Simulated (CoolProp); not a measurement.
Saturated liquid density (kg/m³) of R143a: the reference equation beside estimates from Tc = 345.9 K, pc = 3.762 MPa, ω = 0.261.

Values from CoolProp's reference Helmholtz-energy equation of state, Lemmon and Jacobsen 2000.

| T (K) | reference | Redlich-Kwong | Soave-Redlich-Kwong | Peng-Robinson |
|---|---|---|---|---|
| 255.2 | 1082 | 871.4 | 911.0 | 1033 |
| 263 | 1058 | 847.0 | 887.2 | 1006 |
| 270.9 | 1032 | 820.8 | 861.4 | 977.4 |
| 278.7 | 1005 | 793.4 | 834.0 | 946.6 |
| 286.6 | 976.2 | 763.9 | 804.0 | 912.6 |
| 294.4 | 945.8 | 732.6 | 771.8 | 875.9 |
| 302.3 | 912.2 | 698.3 | 736.1 | 834.9 |
| 310.2 | 875.2 | 660.9 | 696.5 | 789.1 |
| 318 | 833.9 | 619.8 | 652.3 | 737.7 |
| 325.9 | 784.8 | 572.3 | 600.6 | 676.9 |

Absolute difference from the reference over all 10 rows, mean and median: Redlich-Kwong 22.6 and 22.1 %, Soave-Redlich-Kwong 18.7 and 18.0 %, Peng-Robinson 7.8 and 7.0 %.
